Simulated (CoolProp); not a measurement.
Vapour-liquid equilibrium of CHF3 (R23) (1) + R113 (2) at 276.7 K; x and y are mole fractions of (1).

The numbers come from the multi-fluid Helmholtz-energy mixture model, Penoncello 2003 and Marx 1992; pair parameters Bell 2016 in CoolProp.

Q: Give the bubble pressure and the first vapour's composition at x = 0.15, 0.45, 0.85. Is there an azeotrope?

A: x = 0.15: 0.6792 MPa, y = 0.971; x = 0.45: 1.720 MPa, y = 0.986; x = 0.85: 2.280 MPa, y = 0.991. No azeotrope shows between x = 0.05 and 0.95.

The pair parameters rest on a limited set of measurements; away from them the model extrapolates. The gap from Raoult's law changes sign with composition, which may be real or a fault of the pair parameters; it wasn't checked against measurements. With so large a gap from Raoult's law the liquid may split in two, which this calculation doesn't test in full.
